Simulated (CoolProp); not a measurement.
The fluid at 287.75 K and 0.207 MPa is compressed adiabatically to 1.02 MPa with isentropic efficiency 0.75. The same conditions are run with several fluids, on thermodynamics alone (safety and materials aside).

The numbers come from the reference Helmholtz-energy equation of state of each fluid (dimethyl ether: Wu 2011; R1132(E): Akasaka 2024; cyclopropane: Polt 1992; R152A: Outcalt 1996; R22: Kamei 1995) in CoolProp. The equations of Platzer and Polt are older, rougher fits.

| fluid | work (kJ/kg) | final temperature (K) | final density (kg/m³) |
|---|---|---|---|
| dimethyl ether | 114 | 370.9 | 16.8 |
| R1132(E) | 85.2 | 378.8 | 21.9 |
| cyclopropane | 128 | 380.4 | 14.7 |
| R152A | 78.6 | 369.6 | 24.5 |
| R22 | 63.0 | 385.7 | 29.4 |
